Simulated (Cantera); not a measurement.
## Equilibrium for silicon etching in halogen gases: Si + HCl + H₂

Feed: 1 mol Si, 1 mol HCl, 1.4 mol H₂, at 0.0133 bar.

Method: chemical equilibrium by Gibbs-energy minimisation in Cantera with the NASA 1993 tables (ideal gas, pure condensed phases). Candidate condensed phases: Si; 19 gas species. The tables' values for SiCl₃, SiCl are old estimates; treat these amounts as uncertain. Gases not in the tables: Si₂H₆ and higher silanes. Kinetics and transport are ignored.

```
T (°C)  log p H₂  log p HCl  log p SiCl₂  log p SiCl₄  log p SiHCl₃  log p SiCl₃  n Si(s)  n Si(l)
------  --------  ---------  -----------  -----------  ------------  -----------  -------  -------
227        -1.93      -7.10       -12.91        -2.88         -3.51        -9.91    0.737        0
327        -1.93      -5.84       -10.10        -2.87         -3.53        -8.06    0.738        0
427        -1.93      -4.94        -8.10        -2.87         -3.55        -6.75    0.739        0
527        -1.93      -4.28        -6.61        -2.87         -3.57        -5.77    0.741        0
627        -1.94      -3.77        -5.46        -2.88         -3.60        -5.01    0.746        0
727        -1.94      -3.37        -4.56        -2.91         -3.64        -4.43    0.754        0
827        -1.96      -3.06        -3.85        -2.99         -3.72        -4.00    0.762        0
927        -1.98      -2.84        -3.33        -3.19         -3.89        -3.73    0.758        0
1027       -2.00      -2.72        -3.01        -3.58         -4.21        -3.68    0.736        0
1127       -2.02      -2.68        -2.86        -4.18         -4.67        -3.83    0.715        0
1227       -2.02      -2.67        -2.81        -4.83         -5.17        -4.07    0.703        0
1327       -2.02      -2.67        -2.79        -5.45         -5.64        -4.31    0.696        0
1427       -2.02      -2.68        -2.78        -6.00         -6.06        -4.54        0    0.692
```
log p: log10 of the partial pressure in bar; n: condensed amount in mol.

From 227 °C to 1327 °C the condensed part is Si(s). At 1427 °C the condensed part is Si(l). The main Si-bearing gas is SiCl₄ at 227 °C and SiCl₂ at 1427 °C. The share of Si in condensed phases is highest at 827 °C (76.2 %) and lowest at 1427 °C (69.2 %).
